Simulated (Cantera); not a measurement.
An adiabatic, constant-pressure homogeneous reactor starts with C3H8 : O2 : N2 : CO2 = 1 : 11.9 : 44.8 : 16 (molar parts), equivalence ratio 0.42, at 1800 K and 3000 Torr. Integrator tolerance rtol = 1e-08.

Detailed kinetics in Cantera: GRI-Mech 3.0 (53 species, 325 reactions).

| quantity | before | after |
|---|---|---|
| time of steepest temperature rise | 4.68 µs | 68.2 µs |
| temperature at 0.300 s | 2352 K | 2080 K |
| equilibrium temperature | 2352 K | 2073 K |
| x(C3H8) at 0.300 s | <1e-12 (gas-phase equilibrium <1e-12) | <1e-12 (gas-phase equilibrium <1e-12) |
| x(O2) at 0.300 s | 0.0890 (gas-phase equilibrium 0.0890) | 0.0914 (gas-phase equilibrium 0.0898) |
| x(CO2) at 0.300 s | 0.246 (gas-phase equilibrium 0.246) | 0.253 (gas-phase equilibrium 0.253) |
| x(H2) at 0.300 s | 0.000240 (gas-phase equilibrium 0.000240) | 4.53e-5 (gas-phase equilibrium 4.37e-5) |
| x(CH2CO) at 0.300 s | <1e-12 (gas-phase equilibrium <1e-12) | <1e-12 (gas-phase equilibrium <1e-12) |

Question: Which change was made?
(A) initial temperature 1800 to 1700 K
(B) CO2 16 to 9.9 parts
(C) initial temperature 1800 to 1425 K
(D) initial temperature 1800 to 1450 K

Answer: D, initial temperature 1800 to 1450 K
